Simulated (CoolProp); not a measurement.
Isobutene along the isobar 0.416 MPa: Z from the reference equation and from simpler models built on Tc = 418.1 K, pc = 4.016 MPa, ω = 0.193; each cubic takes its own stable root.

Computed with CoolProp (reference Helmholtz-energy equation of state, Lemmon 2005). It is a short technical equation, of lower accuracy than the large ones.

```tsv
T (K)	phase	reference
323	gas	0.9079
337.1	gas	0.9216
351.3	gas	0.9326
365.4	gas	0.9414
379.6	gas	0.9487
393.7	gas	0.9547
407.9	gas	0.9599
422	gas	0.9643
```

Question: How far does each simpler model (Pitzer virial, van der Waals, Redlich-Kwong, Soave-Redlich-Kwong, Peng-Robinson) lie from the reference over these 8 states: mean and median of the absolute difference, and the worst?

Answer: 
- Pitzer virial: mean 0.3 %, median 0.2 %, worst +0.9 % at 323 K and 0.416 MPa
- van der Waals: mean 1.6 %, median 1.4 %, worst +3.6 % at 323 K and 0.416 MPa
- Redlich-Kwong: mean 0.6 %, median 0.4 %, worst +1.6 % at 323 K and 0.416 MPa
- Soave-Redlich-Kwong: mean 0.4 %, median 0.2 %, worst +1.0 % at 323 K and 0.416 MPa
- Peng-Robinson: mean 0.3 %, median 0.3 %, worst +0.5 % at 323 K and 0.416 MPa
